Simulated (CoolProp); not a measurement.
Computed with CoolProp (reference Helmholtz-energy equation of state, Lemmon 2006). It is a short technical equation, of lower accuracy than the large ones.

For acetone, give the phase and the cv (kJ/(kg K)), Joule-Thomson coefficient (K/MPa), expansivity (1/kK) at 219.7 K and 1040 kPa.


- 219.7 K and 1040 kPa: liquid; cv 1.46, Joule-Thomson coefficient -0.419, expansivity 1.21
